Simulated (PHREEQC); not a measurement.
Brine (model solution)

A solution holds 0.013 mol/kgw H3BO3 and 1.1 mol/kgw NaCl, at 25 °C. Closed to the air; pH follows from the charge balance.

Computed with PHREEQC (Pitzer model, pitzer.dat).

This is a speciation only: nothing precipitates in the calculation.

### Question
What pH, density, activity of water does the model give?

### Answer
pH 5.35; density 1.040 g/cm³; activity of water 0.963.

In brines, pH and single-ion activities rest on the MacInnes convention.
